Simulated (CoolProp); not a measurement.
Aqueous ammonia as a coolant, at -6 °C, 1 atm.

Computed with CoolProp (Melinder's fits for secondary coolants).

```json
[
 {"mass %": "5.7", "freezing point (°C)": "-7.0", "cp (kJ/(kg K))": "4.224", "conductivity (W/(m K))": "0.507", "viscosity (mPa s)": "2.46", "Prandtl number": "20.5"},
 {"mass %": "8.2", "freezing point (°C)": "-10.7", "cp (kJ/(kg K))": "4.226", "conductivity (W/(m K))": "0.495", "viscosity (mPa s)": "2.44", "Prandtl number": "20.8"},
 {"mass %": "10.7", "freezing point (°C)": "___", "cp (kJ/(kg K))": "4.229", "conductivity (W/(m K))": "0.482", "viscosity (mPa s)": "2.47", "Prandtl number": "21.7"},
 {"mass %": "13.1", "freezing point (°C)": "-19.3", "cp (kJ/(kg K))": "4.232", "conductivity (W/(m K))": "0.469", "viscosity (mPa s)": "2.54", "Prandtl number": "22.9"},
 {"mass %": "15.6", "freezing point (°C)": "-24.6", "cp (kJ/(kg K))": "4.235", "conductivity (W/(m K))": "0.455", "viscosity (mPa s)": "2.63", "Prandtl number": "___"},
 {"mass %": "18.1", "freezing point (°C)": "-30.9", "cp (kJ/(kg K))": "4.237", "conductivity (W/(m K))": "0.443", "viscosity (mPa s)": "___", "Prandtl number": "25.9"},
 {"mass %": "20.6", "freezing point (°C)": "-38.4", "cp (kJ/(kg K))": "4.240", "conductivity (W/(m K))": "0.432", "viscosity (mPa s)": "2.75", "Prandtl number": "27.0"},
 {"mass %": "23.1", "freezing point (°C)": "___", "cp (kJ/(kg K))": "4.244", "conductivity (W/(m K))": "0.422", "viscosity (mPa s)": "2.75", "Prandtl number": "___"},
 {"mass %": "25.6", "freezing point (°C)": "-58.3", "cp (kJ/(kg K))": "4.248", "conductivity (W/(m K))": "0.414", "viscosity (mPa s)": "2.72", "Prandtl number": "27.9"},
 {"mass %": "28", "freezing point (°C)": "-71.2", "cp (kJ/(kg K))": "4.254", "conductivity (W/(m K))": "0.408", "viscosity (mPa s)": "2.72", "Prandtl number": "28.3"}
]
```

**Question.** Complete the blanks.

**Answer.** 
- 10.7, freezing point (°C): -14.8
- 15.6, Prandtl number: 24.4
- 18.1, viscosity (mPa s): 2.71
- 23.1, freezing point (°C): -47.4
- 23.1, Prandtl number: 27.6
